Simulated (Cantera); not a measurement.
Input (Python, Cantera) and output of one run.

```python
import numpy as np
import cantera as ct

gas_names = """
    H H2 Si SiH SiH2 SiH3 SiH4 Si2 Si3
""".split()
cond_names = """
    Si(cr) Si(L)
""".split()


def load(file, names, dense=False):
    # The tables refer to 1 bar. Condensed volumes are neglected.
    table = {s.name: s for s in ct.Species.list_from_file(file)}
    out = []
    for n in names:
        d = dict(table[n].input_data)
        d["thermo"] = dict(d["thermo"], **{"reference-pressure": 1e5})
        if dense:
            d["equation-of-state"] = {"model": "constant-volume", "density": "1e6 g/cm^3"}
        out.append(ct.Species.from_dict(d))
    return out


gas = ct.Solution(thermo="ideal-gas", species=load("nasa_gas.yaml", gas_names))
cond = {s.name: ct.Solution(thermo="fixed-stoichiometry", species=[s], name=s.name)
        for s in load("nasa_condensed.yaml", cond_names, dense=True)}
atoms = {
    'Si': {'Si': 1},
    'H2': {'H': 2},
}
top_T = {}  # K; cautious upper limits of use, not melting points


def equilibrate(T, P, feed):
    n = {}
    for name, mol in feed.items():
        for a, k in atoms[name].items():
            n[a] = n.get(a, 0.0) + k * mol
    gas.TPX = T, P, n
    mass = sum(n.values()) * gas.mean_molecular_weight
    gas.equilibrate("TP")
    valid = [c for c in cond.values() if c.min_temp <= T <= top_T.get(c.name, c.max_temp)]
    mix = ct.Mixture([(gas, mass / gas.mean_molecular_weight)] + [(c, 0.0) for c in valid])
    mix.T, mix.P = T, P
    mix.equilibrate("TP", solver="vcs", rtol=1e-11, max_steps=5000)
    return mix


results = []
feed = {'Si': 1, 'H2': 3.8}  # mol
T = 525  # K
P = 160000  # Pa
mix = equilibrate(T, P, feed)
results.append((T, P, feed, dict(zip(mix.species_names, mix.species_moles))))
x = sorted(zip(gas.X, gas.species_names), reverse=True)
print(f"T = {T:g} K  P = {P:g} Pa  gas = {mix.phase_moles(0):.4g} mol")
print("   x: " + "  ".join(f"{s} {v:.3e}" for v, s in x if v > 1e-06))
print("   condensed (mol): " + ("  ".join(f"{mix.phase(i).name} {mix.phase_moles(i):.4g}"
      for i in range(1, mix.n_phases) if mix.phase_moles(i) > 1e-12) or "none"))
```

It prints:

```
T = 525 K  P = 160000 Pa  gas = 3.8 mol
   x: H2 1.000e+00
   condensed (mol): Si(cr) 1
```

Method: chemical equilibrium by Gibbs-energy minimisation in Cantera with the NASA 1993 tables (ideal gas, pure condensed phases).
